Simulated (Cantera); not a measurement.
## NO annealing gas

A perfectly stirred reactor is fed with NO : N2 = 1 : 0.68 (molar parts), at 34.5 Torr; it is held at 2150 K, and followed from long to short residence time.

Model: GRI-Mech 3.0 (53 species, 325 reactions), integrated in Cantera. Radical loss at walls, strong at low pressure, is not modelled.

| τ (s) | x NO | x O | x NO2 | x N2O | x N2 |
|---|---|---|---|---|---|
| 4.0 | 0.125 | 0.00444 | 3.83e-5 | 4.17e-6 | 0.638 |
| 2.0 | 0.198 | 0.00411 | 5.56e-5 | 1.07e-5 | 0.602 |
| 0.98 | 0.304 | 0.00357 | 7.28e-5 | 2.69e-5 | 0.549 |
| 0.49 | 0.418 | 0.00288 | 7.76e-5 | 5.53e-5 | 0.492 |
| 0.24 | 0.508 | 0.00218 | 6.66e-5 | 8.94e-5 | 0.448 |
| 0.12 | 0.555 | 0.00167 | 5.14e-5 | 0.000114 | 0.424 |
| 0.060 | 0.577 | 0.00132 | 3.95e-5 | 0.000128 | 0.413 |
| 0.030 | 0.587 | 0.00104 | 3.10e-5 | 0.000132 | 0.408 |
| 0.015 | 0.592 | 0.000767 | 2.35e-5 | 0.000129 | 0.406 |
| 0.0073 | 0.594 | 0.000481 | 1.55e-5 | 0.000115 | 0.405 |
x: mole fraction; the columns are a selection and need not sum to one.
